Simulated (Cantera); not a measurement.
Input: 1 mol Si2Cl6, 180 mol N2, at 100000 Pa.

Method: chemical equilibrium by Gibbs-energy minimisation in Cantera with the NASA 1993 tables (ideal gas, pure condensed phases). Candidate condensed phases: Si, Si3N4; 13 gas species. The feed counts by its element totals alone. N2 is the only nitrogen source here; it is nearly inert below about 1500 K, so the nitride shown seldom forms there in practice. The tables' values for SiCl3 are old estimates; treat these amounts as uncertain. Equilibrium is a limit: real reactors are often held back by kinetics, nucleation or transport.

x: gas mole fraction; n: condensed amount in mol.

```json
[
 {"T (K)": "823", "x N2": "0.992", "x SiCl4": "0.00828", "x SiCl2": "1.21e-11", "x SiCl3": "3.33e-8", "n Si3N4(s)": "0.167"},
 {"T (K)": "923", "x N2": "0.992", "x SiCl4": "0.00828", "x SiCl2": "1.07e-9", "x SiCl3": "4.69e-7", "n Si3N4(s)": "0.167"},
 {"T (K)": "1023", "x N2": "0.992", "x SiCl4": "0.00828", "x SiCl2": "3.90e-8", "x SiCl3": "3.91e-6", "n Si3N4(s)": "0.167"},
 {"T (K)": "1123", "x N2": "0.992", "x SiCl4": "0.00826", "x SiCl2": "7.40e-7", "x SiCl3": "2.22e-5", "n Si3N4(s)": "0.166"},
 {"T (K)": "1223", "x N2": "0.992", "x SiCl4": "0.00820", "x SiCl2": "8.57e-6", "x SiCl3": "9.39e-5", "n Si3N4(s)": "0.165"},
 {"T (K)": "1323", "x N2": "0.992", "x SiCl4": "0.00801", "x SiCl2": "?", "x SiCl3": "0.000314", "n Si3N4(s)": "0.160"},
 {"T (K)": "1423", "x N2": "0.991", "x SiCl4": "0.00745", "x SiCl2": "0.000381", "x SiCl3": "0.000847", "n Si3N4(s)": "0.142"},
 {"T (K)": "1523", "x N2": "0.990", "x SiCl4": "?", "x SiCl2": "?", "x SiCl3": "0.00181", "n Si3N4(s)": "?"},
 {"T (K)": "1623", "x N2": "0.989", "x SiCl4": "0.00412", "x SiCl2": "0.00415", "x SiCl3": "0.00271", "n Si3N4(s)": "0"}
]
```

### Question
Complete the blanks.

### Answer

- 1523, x SiCl4: 0.00610
- 1523, x SiCl2: 0.00160
- 1523, n Si3N4(s): 0.0911
- 1323, x SiCl2: 6.72e-5
